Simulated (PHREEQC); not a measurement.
Synthetic water in mmol/kgw, 25 °C, pH 8.72: Na 444; K 1.5; Ca 1.09; Mg 16.6; Cl 174; S(6) 4.19; Alkalinity (meq/kgw) 0.519; Si 1.3.

Valence states are taken as typed.

The numbers come from PHREEQC with the Pitzer model, pitzer.dat.

Question: The ionic strength comes out as 0.354 mol/kgw. What activity coefficients do K+, H3SiO4-, Cl-, Ca+2, Na+ get?

Answer: K+ 0.71, H3SiO4- 0.54, Cl- 0.67, Ca+2 0.22, Na+ 0.73. Single-ion values are on the MacInnes scale.

Precipitation was switched off in this run. The solution is supersaturated, for example in Magnesite (slow to form), so a real one may precipitate; this is no full list. Complexes and solids missing from the database can't appear.
